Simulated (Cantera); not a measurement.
Input: 1 mol CaO, 42 mol Cl2, 12 mol N2, held at 0.340 bar.

Equilibrium computed with Cantera from the NASA thermochemical tables; the gas is ideal and each condensed phase is pure. Candidate condensed phases: Ca, CaCl2, CaO; 17 gas species. Condensed phases not in the tables: oxide chlorides. The numbers say what is thermodynamically allowed, not how fast it happens.

Question: At 1325 °C, list the 5 most abundant gas species with their mole fractions, and the condensed phases.

Answer: Cl2 0.624, N2 0.204, Cl 0.147, CaCl2 0.0168, O2 0.00832. Condensed: CaCl2(l).
